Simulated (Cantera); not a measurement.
Input: 1 mol Si(CH3)4, 0.0086 mol C3H8, 920 mol H2, 0.55 mol CH4, at 2250 K and 720 Pa.

Method: chemical equilibrium by Gibbs-energy minimisation in Cantera with the NASA 1993 tables (ideal gas, pure condensed phases). Candidate condensed phases: C, C6H6, C7H8, C8H18, Si, SiC; 87 gas species. Kinetics and transport are ignored.

Base state: H2 0.913, H 0.0836, C2H2 (acetylene) 0.00226, Si 0.000911, SiC2 7.81e-5, SiH 2.97e-5 (mole fractions); condensed: gas only.

Task: What changes in the equilibrium state with this change: temperature from 2250 K to 1148 K?

Result: 
```
species             before     after
----------------  --------  --------
H2                   0.913     1.000
CH4                1.22e-6  0.000171
H                   0.0836   8.44e-7
C2H2 (acetylene)   0.00226   3.71e-8
Si                0.000911     <1e-9
SiC2               7.81e-5     <1e-9
SiH                2.97e-5     <1e-9
C(graphite), mol         0      3.42
SiC(s), mol              0      1.00
```
